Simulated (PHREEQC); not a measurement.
Consider water at 25 °C with 3 mol/kgw MgCl2, 0.8 mol/kgw MnCl2 and 0.11 mol/kgw LiCl. Closed to the air; pH follows from the charge balance.

The numbers come from PHREEQC with the Pitzer model, pitzer.dat.

```tsv
quantity	before	after
pH	4.05	4.17
MgOH+ (mol/kgw)	2.67e-6	1.81e-6
SI of Bischofite (MgCl2:6H2O)	-1.73	-1.72
SI of MgCl2_4H2O (MgCl2:4H2O)	-3.70	-3.76
```

Name the change that produced these shifts.
(A) MnCl2 left out
(B) MnCl2 from 0.8 to 0.72 mol/kgw
(C) temperature from 25 to 15 °C
(D) LiCl left out
(E) LiCl from 0.11 to 0.121 mol/kgw

C, temperature from 25 to 15 °C

Precipitation was switched off in this run. In brines, pH and single-ion activities rest on the MacInnes convention.
